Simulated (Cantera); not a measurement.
# Equilibrium for hydrogen reduction and annealing atmospheres: V2O3 + H2 + H2O

Feed: 1 mol V2O3, 110 mol H2, 0.06 mol H2O, held at 135 Torr.

Equilibrium computed with Cantera from the NASA thermochemical tables; the gas is ideal and each condensed phase is pure. Candidate condensed phases: H2O, V, VO, V2O3, V2O4, V2O5; 12 gas species. Mutual solubility and eutectic melting of coexisting phases are not modelled. VO: taken at fixed stoichiometry. Condensed phases not in the tables: the oxides between V2O3 and V2O5 other than VO2. The numbers say what is thermodynamically allowed, not how fast it happens.

| T (K) | x H2 | x H2O | x H | x VO2 | x VO | x OH | x V | x O | n VO(s) | n V2O3(s) |
|---|---|---|---|---|---|---|---|---|---|---|
| 1600 | 0.994 | 0.00611 | 0.000128 | 3.00e-8 | 4.21e-9 | 3.07e-8 | 3.04e-11 | 3.28e-12 | 1.22 | 0.388 |
| 1650 | 0.992 | 0.00772 | 0.000213 | 9.89e-8 | 1.40e-8 | 7.50e-8 | 1.11e-10 | 1.31e-11 | 1.58 | 0.210 |
| 1700 | 0.990 | 0.00963 | 0.000346 | 3.03e-7 | 4.32e-8 | 1.74e-7 | 3.76e-10 | 4.85e-11 | 2.00 | 0 |
| 1750 | 0.990 | 0.00963 | 0.000545 | 7.04e-7 | 1.25e-7 | 3.11e-7 | 1.46e-9 | 1.35e-10 | 2.00 | 0 |
| 1800 | 0.990 | 0.00962 | 0.000840 | 1.56e-6 | 3.38e-7 | 5.39e-7 | 5.22e-9 | 3.54e-10 | 2.00 | 0 |
| 1850 | 0.989 | 0.00962 | 0.00126 | 3.29e-6 | 8.67e-7 | 9.07e-7 | 1.74e-8 | 8.83e-10 | 2.00 | 0 |
| 1900 | 0.989 | 0.00961 | 0.00186 | 6.65e-6 | 2.11e-6 | 1.49e-6 | 5.44e-8 | 2.10e-9 | 2.00 | 0 |
| 1950 | 0.988 | 0.00960 | 0.00269 | 1.29e-5 | 4.87e-6 | 2.37e-6 | 1.60e-7 | 4.77e-9 | 2.00 | 0 |
| 2000 | 0.987 | 0.00958 | 0.00381 | 2.43e-5 | 1.08e-5 | 3.69e-6 | 4.44e-7 | 1.04e-8 | 2.00 | 0 |
x: gas mole fraction; n: condensed amount in mol.

From 1600 K to 1650 K the condensed part is VO(s) + V2O3(s). From 1700 K to 2000 K the condensed part is VO(s). The main V-bearing gas is VO2 throughout.
